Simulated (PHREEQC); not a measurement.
1 kg of water holding 0.023 mol/kgw Na2SO4 and 0.0035 mol/kgw NaCl is evaporated at 25 °C; the solids stay in contact with the brine. CO2 from the air is kept out. Solids allowed: Halite, Mirabilite, Thenardite. Others were left out.

The series has 27 steps of water left (kg), from 1 to 0.002732.

All values are PHREEQC results (Pitzer model, pitzer.dat), not measurements.

Question: Which solids form, in which order, and at which step of the series does each first stand?

Answer: Mirabilite from water left = 0.01023 kg.
